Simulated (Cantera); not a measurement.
Input (Python, Cantera):

```python
import numpy as np
import cantera as ct

gas = ct.Solution("gri30.yaml")
gas.TPX = 1325, 160000, {'H2': 1, 'O2': 0.11, 'N2': 0.989}
reactor = ct.IdealGasConstPressureReactor(gas, energy="on", clone=False)
net = ct.ReactorNet([reactor])
net.rtol, net.atol = 1e-08, 1e-16
show = ['H2', 'O2', 'H2O', 'O', 'N2O', 'HO2', 'OH']
times = np.geomspace(3e-06, 0.2, 13)

steps = ct.SolutionArray(gas, extra=["t"])
rows = []
print(f"{'t/s':>10s}{'T/K':>9s}{'P/Pa':>11s}" + "".join(f"{s:>11s}" for s in show))
for t in times:
    while net.time < t:
        t_next = net.step()
        steps.append(gas.state, t=t_next)
    rows.append([np.interp(t, steps.t, y) for y in (steps.T, steps.P, *steps(*show).X.T)])
    print(f"{t:10.3e}{rows[-1][0]:9.1f}{rows[-1][1]:11.4g}" + "".join(f"{x:11.3e}" for x in rows[-1][2:]))
rate = np.gradient(steps.T, steps.t)
print("integrator steps:", len(steps.t))
if steps.T.max() > steps.T[0] + 200:
    print(f"time of steepest temperature rise: {steps.t[rate.argmax()]:.4e} s")
gas.TPX = 1325, 160000, {'H2': 1, 'O2': 0.11, 'N2': 0.989}
gas.equilibrate("HP")
print(f"equilibrium (HP): T = {gas.T:.1f} K  " + "  ".join(f"{s} {gas[s].X[0]:.3e}" for s in show))
```

Output:

```
       t/s      T/K       P/Pa         H2         O2        H2O          O        N2O        HO2         OH
 3.000e-06   1325.0    1.6e+05  4.764e-01  5.241e-02  7.090e-08  4.485e-09  1.294e-14  7.644e-08  2.902e-09
 7.570e-06   1325.0    1.6e+05  4.764e-01  5.241e-02  1.154e-06  4.154e-08  1.539e-13  2.868e-07  2.677e-08
 1.910e-05   1325.3    1.6e+05  4.762e-01  5.230e-02  1.771e-04  5.326e-06  1.812e-11  1.390e-05  3.606e-06
 4.821e-05   1704.3    1.6e+05  3.510e-01  1.748e-05  1.061e-01  1.276e-04  5.969e-10  1.887e-08  9.386e-04
 1.216e-04   1921.9    1.6e+05  3.739e-01  4.471e-06  1.084e-01  3.491e-05  3.558e-10  5.824e-09  6.593e-04
 3.070e-04   2014.2    1.6e+05  3.838e-01  1.036e-06  1.095e-01  8.267e-06  2.146e-10  1.589e-09  3.568e-04
 7.746e-04   2057.4    1.6e+05  3.884e-01  2.147e-07  1.101e-01  1.731e-06  1.461e-10  3.443e-10  1.711e-04
 1.955e-03   2076.1    1.6e+05  3.904e-01  4.604e-08  1.104e-01  3.750e-07  1.134e-10  6.896e-11  8.121e-05
 4.932e-03   2082.4    1.6e+05  3.911e-01  1.690e-08  1.105e-01  1.395e-07  9.828e-11  2.347e-11  4.985e-05
 1.245e-02   2083.2    1.6e+05  3.912e-01  1.409e-08  1.105e-01  1.167e-07  9.567e-11  1.929e-11  4.565e-05
 3.141e-02   2083.2    1.6e+05  3.912e-01  1.407e-08  1.105e-01  1.165e-07  9.573e-11  1.926e-11  4.561e-05
 7.926e-02   2083.2    1.6e+05  3.912e-01  1.407e-08  1.105e-01  1.165e-07  9.597e-11  1.926e-11  4.561e-05
 2.000e-01   2083.2    1.6e+05  3.912e-01  1.407e-08  1.105e-01  1.165e-07  9.668e-11  1.926e-11  4.561e-05
integrator steps: 1484
time of steepest temperature rise: 3.3860e-05 s
equilibrium (HP): T = 2083.2 K  H2 3.912e-01  O2 1.407e-08  H2O 1.105e-01  O 1.165e-07  N2O 1.105e-10  HO2 1.925e-11  OH 4.560e-05
```

Cantera simulation using GRI-Mech 3.0 (53 species, 325 reactions); the numbers are that mechanism's predictions, not measurements.
